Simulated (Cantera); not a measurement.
Input: 1 mol Si, a varied amount of HBr, 0.63 mol H₂, equilibrated at 325 °C and 1800 Pa.

Method: chemical equilibrium by Gibbs-energy minimisation in Cantera with the NASA 1993 tables (ideal gas, pure condensed phases). Candidate condensed phases: Br₂, Si; 19 gas species. Kinetics and transport are ignored.

x: gas mole fraction; n: condensed amount in mol.

| n(HBr) (mol) | x H₂ | x HBr | x SiBr₄ | x SiHBr₃ | x SiH₂Br₂ | x SiH₃Br | n Si(s) |
|---|---|---|---|---|---|---|---|
| 2.6 | 0.746 | 0.000346 | 0.247 | 0.00708 | 9.32e-5 | 4.36e-7 | 0.346 |
| 3.3 | 0.732 | 0.000347 | 0.261 | 0.00730 | 9.40e-5 | 4.29e-7 | 0.169 |
| 4.1 | 0.705 | 0.0269 | 0.268 | 9.34e-5 | … | <1e-12 | 0 |
| 5.2 | 0.545 | 0.248 | 0.207 | 6.03e-6 | … | <1e-12 | 0 |
| 6.6 | 0.422 | 0.417 | 0.161 | 2.16e-6 | … | <1e-12 | 0 |
| 8.3 | 0.332 | 0.542 | 0.126 | 1.03e-6 | … | <1e-12 | 0 |
| 10 | 0.273 | 0.623 | 0.104 | 6.05e-7 | … | <1e-12 | 0 |
| 13 | 0.208 | 0.713 | 0.0792 | 3.08e-7 | <1e-12 | <1e-12 | 0 |

Problem. Some entries are withheld; supply them.

Solution. 
- 4.1, x SiH₂Br₂: 1.50e-8
- 5.2, x SiH₂Br₂: 8.09e-11
- 6.6, x SiH₂Br₂: 1.34e-11
- 8.3, x SiH₂Br₂: 3.84e-12
- 10, x SiH₂Br₂: 1.62e-12
